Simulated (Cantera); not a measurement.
Charge: 1 mol Cr2O3, 2300 mol H2, equilibrated at 1350 K and 87.0 Pa.

These are equilibrium values from Cantera (NASA tables, ideal gas, pure condensed phases), not measurements of a reactor. Candidate condensed phases: Cr, Cr2O3, H2O; 13 gas species. Mutual solubility and eutectic melting of coexisting phases are not modelled. Rates play no part.

Base state: H2 0.999, H2O 0.000411, H 8.08e-5, Cr 2.07e-5 (mole fractions); condensed: Cr(s) + Cr2O3(s).

**Question.** What changes in the equilibrium state with this change: temperature from 1350 K to 1000 K?

**Answer.** 
```csv
species,before,after
H2,0.999,1.000
H2O,0.000411,8.24e-6
H,8.08e-5,7.69e-8
Cr,2.07e-5,<1e-9
"Cr(s), mol",0.583,0.0126
"Cr2O3(s), mol",0.685,0.994
```
